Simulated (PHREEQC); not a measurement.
Dissolve 0.012 mol CuCl2, 5.17e-05 mol HBF4 and 0.0016 mol H3BO3 per kg of water at 25 °C. It is in equilibrium with CO2 at log p = -3.4 (atm). Otherwise closed; pH follows from the charge balance.

Computed with PHREEQC (ion-association model, phreeqc.dat).

Precipitation was switched off in this run.

**Question.** Order these F species by the share of F that they hold, largest first: F-, CuF+, HF, BF2(OH)2-.

**Answer.** F- (77 %), HF (15 %), CuF+ (8.4 %), BF2(OH)2- (0.22 %)

The pH is 3.81 and the ionic strength 0.0354 mol/kgw. Species that the database lacks are ignored. Real BF4- forms and hydrolyses slowly; the run takes it at equilibrium.
